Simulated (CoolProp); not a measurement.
Vapour-liquid equilibrium of 1-butene (1) + acetone (2) at 339.9 K; x and y are mole fractions of (1).

Computed with CoolProp (multi-fluid Helmholtz-energy mixture model, Lemmon 2005 and Lemmon 2006; pair parameters Bell 2016).

```json
[
 {"x": "0.05", "bubble pressure, mixture model (MPa)": "0.2281", "bubble pressure, Raoult's law (MPa)": "0.1814", "y, mixture model": "0.381", "y, Raoult's law": "0.246"},
 {"x": "0.2", "bubble pressure, mixture model (MPa)": "?", "bubble pressure, Raoult's law (MPa)": "0.2936", "y, mixture model": "0.699", "y, Raoult's law": "0.608"},
 {"x": "0.35", "bubble pressure, mixture model (MPa)": "?", "bubble pressure, Raoult's law (MPa)": "0.4058", "y, mixture model": "?", "y, Raoult's law": "0.769"},
 {"x": "0.5", "bubble pressure, mixture model (MPa)": "0.6627", "bubble pressure, Raoult's law (MPa)": "0.5180", "y, mixture model": "?", "y, Raoult's law": "0.861"},
 {"x": "0.65", "bubble pressure, mixture model (MPa)": "0.7330", "bubble pressure, Raoult's law (MPa)": "0.6302", "y, mixture model": "?", "y, Raoult's law": "0.920"},
 {"x": "0.8", "bubble pressure, mixture model (MPa)": "0.7990", "bubble pressure, Raoult's law (MPa)": "0.7424", "y, mixture model": "0.915", "y, Raoult's law": "0.961"},
 {"x": "0.95", "bubble pressure, mixture model (MPa)": "?", "bubble pressure, Raoult's law (MPa)": "0.8546", "y, mixture model": "0.973", "y, Raoult's law": "0.992"}
]
```

What belongs in the gaps?


- 0.2, bubble pressure, mixture model (MPa): 0.4329
- 0.35, bubble pressure, mixture model (MPa): 0.5707
- 0.35, y, mixture model: 0.792
- 0.5, y, mixture model: 0.839
- 0.65, y, mixture model: 0.875
- 0.95, bubble pressure, mixture model (MPa): 0.8686

The largest gap from Raoult's law is +47.4 % in bubble pressure, at x = 0.2. No azeotrope shows between x = 0.05 and 0.95.

Pair parameters are fitted to limited data, so mixtures are less certain than the pure fluids.
